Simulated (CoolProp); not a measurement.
Model: reference Helmholtz-energy equation of state, Guder 2009, in CoolProp.

**Question.** Give the vapour pressure (kPa), liquid cp (kJ/(kg K)), vapour Z, surface tension (mN/m) of saturated sulfur hexafluoride at -25.85, -8.25, 9.45 °C.

**Answer.** 
```
T (°C)  p (kPa)  liquid cp (kJ/(kg K))  vapour Z  surface tension (mN/m)
------  -------  ---------------------  --------  ----------------------
-25.85      568                  0.916     0.868                    8.01
-8.25       990                  0.992     0.804                    5.58
9.45       1610                   1.11     0.720                    3.35
```

Surface tension comes from a separate correlation (Mulero 2012).
